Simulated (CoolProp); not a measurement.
Vapour-liquid equilibrium of R152A (1) + R227EA (2) at 328.6 K; x and y are mole fractions of (1).

The numbers come from the multi-fluid Helmholtz-energy mixture model, Outcalt 1996 and Lemmon 2016; pair parameters Bell 2016 in CoolProp.

```
x      bubble pressure (MPa)  y at the bubble point  dew pressure at overall composition x (MPa)  liquid density (mol/L)
-----  ---------------------  ---------------------  -------------------------------------------  ----------------------
0.05              (withheld)                  0.055                                        1.058                   7.479
0.125             (withheld)                  0.141                                        1.071                   7.746
0.2                    1.093                  0.227                                   (withheld)                   8.023
0.275                  1.116                  0.313                                        1.105                   8.313
0.35                   1.141                  0.397                                        1.127                   8.618
0.425                  1.167                  0.477                                        1.150                   8.940
0.5                    1.195                  0.553                                   (withheld)                   9.281
0.575                  1.222                  0.626                                        1.203                   9.646
0.65                   1.248                  0.695                                        1.231                   10.04
0.725                  1.273             (withheld)                                        1.259                   10.46
0.8                    1.296                  0.827                                        1.286                   10.91
0.875             (withheld)                  0.891                                        1.312                   11.40
0.95                   1.336                  0.956                                        1.334                   11.94
```

**Question.** Some entries are withheld; supply them.

**Answer.** 
- 0.05, bubble pressure (MPa): 1.059
- 0.125, bubble pressure (MPa): 1.074
- 0.2, dew pressure at overall composition x (MPa): 1.087
- 0.5, dew pressure at overall composition x (MPa): 1.176
- 0.725, y at the bubble point: 0.762
- 0.875, bubble pressure (MPa): 1.317

No azeotrope shows between x = 0.05 and 0.95.

The pair parameters rest on a limited set of measurements; away from them the model extrapolates. The gap from Raoult's law changes sign with composition, which may be real or a fault of the pair parameters; it wasn't checked against measurements.
